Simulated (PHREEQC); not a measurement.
Make-up at 5.4 °C: 20 mmol/kgw HF, 0.096 mmol/kgw KF, 3.6 mmol/kgw (NH4)2SiF6 and 7.5 mmol/kgw HCl. Closed to the air; pH follows from the charge balance.

All values are PHREEQC results (ion-association model, phreeqc.dat), not measurements.

Each row changes one thing in this solution. This is a speciation only: nothing precipitates in the calculation.

```
case                                                     pH  ionic strength (mol/kgw)  HF (mol/kgw)  F- (mol/kgw)  HF2- (mol/kgw)  SI of Sylvite (KCl)
-----------------------------------------------------  ----  ------------------------  ------------  ------------  --------------  -------------------
as made                                                2.06                    0.0206        0.0176       0.00220        0.000122                -7.06
HCl from 0.0075 to 0.00675 mol/kgw                     2.09                         …        0.0175       0.00232        0.000128                -7.10
diluted 5-fold with water                              2.61                   0.00482             …       0.00116         1.03e-5                    …
(NH4)2SiF6 left out                                    2.06                   0.00971             …       0.00209        0.000116                -7.03
(NH4)2SiF6 replaced by (NH4)2CO3 at the same molality     …                    0.0117        0.0157       0.00404        0.000198                -7.03
```

Problem. Fill in the missing entries.

Solution. 
- HCl from 0.0075 to 0.00675 mol/kgw, ionic strength (mol/kgw): 0.0200
- diluted 5-fold with water, HF (mol/kgw): 0.00285
- diluted 5-fold with water, SI of Sylvite (KCl): -8.40
- (NH4)2SiF6 left out, HF (mol/kgw): 0.0178
- (NH4)2SiF6 replaced by (NH4)2CO3 at the same molality, pH: 2.39

Constants without temperature data keep their 25 °C values here. SiF6-2 is the database's only silicon fluoride.
